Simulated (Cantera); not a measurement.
A closed system holds: 1 mol Fe2O3, 13 mol CO, held at 23.0 Pa.

Cantera equilibrium calculation (NASA polynomials, part measured and part estimated; ideal gas, pure solids and liquids). Candidate condensed phases: C, Fe, Fe(CO)5, FeO, Fe2O3, Fe3O4; 15 gas species. Mutual solubility and eutectic melting of coexisting phases are not modelled. The tables' stoichiometric FeO is somewhat more stable than real wüstite, so its field is too wide. FeO: taken at fixed stoichiometry. Equilibrium is a limit: real reactors are often held back by kinetics, nucleation or transport.

Task: What share of the Fe ends up in condensed phases as a function of T (K), at 1198, 1398, 1598, 1798, 1998, 2198, 2398, 2598?

Result: 
| T (K) | Fe condensed (%) | as |
|---|---|---|
| 1198 | 100.0 | Fe(γ) + FeO(s) |
| 1398 | 100.0 | Fe(γ) + FeO(s) |
| 1598 | 97.0 | Fe(γ) + FeO(s) |
| 1798 | 44.9 | FeO(l) |
| 1998 | 0.0 | - |
| 2198 | 0.0 | - |
| 2398 | 0.0 | - |
| 2598 | 0.0 | - |
